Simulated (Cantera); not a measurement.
Input: 1 mol SO2, 4.1 mol H2O, 0.93 mol O2, equilibrated at 2625 K and 20.0 bar.

Cantera equilibrium calculation (NASA polynomials, part measured and part estimated; ideal gas, pure solids and liquids). Candidate condensed phases: H2O, H2SO4, S; 19 gas species. Equilibrium is a limit: real reactors are often held back by kinetics, nucleation or transport.

Base state: H2O 0.657, SO2 0.163, O2 0.148, OH 0.0233, H2 0.00404, O 0.00224, SO 0.00105, H 0.000604 (mole fractions); condensed: gas only.

**Question.** What changes in the equilibrium state with this change: pressure from 20.0 bar to 0.0120 bar?

**Answer.** 
```csv
species,before,after
H2O,0.657,0.336
O2,0.148,0.139
H,0.000604,0.115
O,0.00224,0.0885
SO,0.00105,0.0274
H2,0.00404,0.0873
OH,0.0233,0.105
SO2,0.163,0.101
S,1.62e-6,0.00178
SH,1.30e-6,0.000164
H2O2,1.06e-5,1.28e-7
SO3,0.000420,6.15e-6
```
